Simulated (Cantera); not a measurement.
A closed system holds: 1 mol Si3N4, 18 mol H2, equilibrated at 1723.15 K.

Method: chemical equilibrium by Gibbs-energy minimisation in Cantera with the NASA 1993 tables (ideal gas, pure condensed phases). Candidate condensed phases: Si, Si3N4; 18 gas species. Mutual solubility and eutectic melting of coexisting phases are not modelled. Gases not in the tables: Si2H6 and higher silanes. The numbers say what is thermodynamically allowed, not how fast it happens.

**Question.** Which condensed phases are stable at each of these points (P (Pa)): 1, 3.60, 13, 46, 170, 600, 2200, 7700, 28000, 100000?

**Answer.** 
| P (Pa) | condensed phases | Si condensed (%) |
|---|---|---|
| 1 | Si(l) | 23.5 |
| 3.60 | Si(l) | 80.5 |
| 13 | Si(l) | 94.7 |
| 46 | Si(l) | 98.5 |
| 170 | Si(l) | 99.6 |
| 600 | Si(l) | 99.9 |
| 2200 | Si(l) | 100.0 |
| 7700 | Si(l) + Si3N4(s) | 100.0 |
| 28000 | Si(l) + Si3N4(s) | 100.0 |
| 100000 | Si(l) + Si3N4(s) | 100.0 |

From 1.00 Pa to 2200 Pa the condensed part is Si(l). From 7700 Pa to 100000 Pa the condensed part is Si(l) + Si3N4(s).
